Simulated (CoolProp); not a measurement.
Vapour-liquid equilibrium of R22 (1) + R134a (2) at 1.07 MPa; x and y are mole fractions of (1).

Model: multi-fluid Helmholtz-energy mixture model, Kamei 1995 and Tillner-Roth 1994; pair parameters Bell 2016, in CoolProp.

### Question
Give the bubble temperature and the first vapour's composition at x = 0.5, 0.65, 0.95. Is there an azeotrope?

### Answer
x = 0.5: 32.3 °C, y = 0.582; x = 0.65: 30.2 °C, y = 0.717; x = 0.95: 26.5 °C, y = 0.961. No azeotrope shows between x = 0.05 and 0.95.

Pair parameters are fitted to limited data, so mixtures are less certain than the pure fluids.
